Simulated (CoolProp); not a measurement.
The fluid at 359.03 K and 0.207 MPa is throttled through a valve to 0.025 MPa with no heat exchange. The same conditions are run with several fluids, on thermodynamics alone (safety and materials aside).

The numbers come from the reference Helmholtz-energy equation of state of each fluid (CF4 (R14): Platzer 1990; R1224YDZ: Akasaka 2023; CH3F (R41): Lemmon 2006; R236EA: Rui 2013; carbon dioxide: Span 1996) in CoolProp. The equations of Platzer and Polt are older, rougher fits.

| fluid | temperature change (K) | final density (kg/m³) |
|---|---|---|
| CF4 (R14) | -0.7 | 0.739 |
| R1224YDZ | -3.1 | 1.26 |
| CH3F (R41) | -2.0 | 0.287 |
| R236EA | -2.4 | 1.29 |
| carbon dioxide | -1.3 | 0.370 |
